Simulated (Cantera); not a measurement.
What does this Cantera script print?

```python
import numpy as np
import cantera as ct

gas_names = [...]  # 123 gases of nasa_gas.yaml made of C, H, O, Si
cond_names = """
    C(gr) C6H6(L) C7H8(L) C8H18(L),n-octa H2O(s) H2O(L) Si(cr) Si(L) SiC(b) SiO2(Lqz) SiO2(hqz) SiO2(L)
""".split()


# ... load() reads the species with a 1 bar reference pressure and builds the phases ...
atoms = {
    'HMDSO': {'Si': 2, 'C': 6, 'H': 18, 'O': 1},
    'CO2': {'C': 1, 'O': 2},
    'H2': {'H': 2},
}
top_T = {'C(gr)': 4500, 'SiC(b)': 3050}  # K; cautious upper limits of use, not melting points


# ... equilibrate(T, P, feed) seeds the gas with the atoms and calls Mixture.equilibrate('TP', solver="vcs", rtol=1e-11, max_steps=5000) ...
results = []
feed = {'HMDSO': 1, 'CO2': 0.16, 'H2': 22}  # mol
P = 490  # Pa
for T in [1073, 1148, 1223, 1298, 1373, 1448, 1523, 1598, 1673, 1748]:
    mix = equilibrate(T, P, feed)
    results.append((T, P, feed, dict(zip(mix.species_names, mix.species_moles))))

top = {s: max(r[3][s] / sum(r[3][g] for g in gas_names) for r in results) for s in gas_names}
cols = sorted((s for s in top if top[s] > 1e-06), key=lambda s: -top[s])[:5]
seen = [c for c in cond_names if any(r[3].get(c, 0) > 1e-12 for r in results)]
print("log10 of partial pressures in bar; condensed amounts in mol")
print(f"{'T/K':>10s}" + "".join(f"{s[:9]:>10s}" for s in cols + seen))
for T, P, feed, n in results:
    ng = sum(n[g] for g in gas_names)
    print(f"{T:10.4g}" + "".join(f"{np.log10(max(n[s] / ng * P / 1e5, 1e-99)):10.3f}" for s in cols)
          + "".join(f"{n.get(c, 0):10.4g}" for c in seen))
```

Output:

```
log10 of partial pressures in bar; condensed amounts in mol
       T/K        H2        CO         H       CH4       SiO     C(gr)    SiC(b) SiO2(hqz)
      1073    -2.310    -5.824    -9.009    -5.958    -9.626     4.799     1.345    0.6553
      1148    -2.311    -4.860    -8.300    -6.246    -8.410     4.685     1.384    0.6162
      1223    -2.318    -4.017    -7.681    -6.512    -7.345     3.887      1.65    0.3493
      1298    -2.328    -3.699    -7.134    -6.755    -6.833     2.841     1.999         0
      1373    -2.328    -3.699    -6.642    -6.954    -6.660     2.842     1.999         0
      1448    -2.328    -3.699    -6.199    -7.133    -6.505     2.843     1.998         0
      1523    -2.328    -3.700    -5.800    -7.294    -6.366     2.845     1.997         0
      1598    -2.328    -3.700    -5.438    -7.440    -6.241     2.846     1.996         0
      1673    -2.329    -3.701    -5.108    -7.573    -6.127     2.846     1.995         0
      1748    -2.329    -3.701    -4.806    -7.695    -6.024     2.846     1.994         0
```

Method: chemical equilibrium by Gibbs-energy minimisation in Cantera with the NASA 1993 tables (ideal gas, pure condensed phases). The feed counts by its element totals alone. Mutual solubility and eutectic melting of coexisting phases are not modelled. The tables hold silica as quartz up to 1696 K and as liquid above; real silica turns to tridymite and cristobalite and melts near 1996 K.
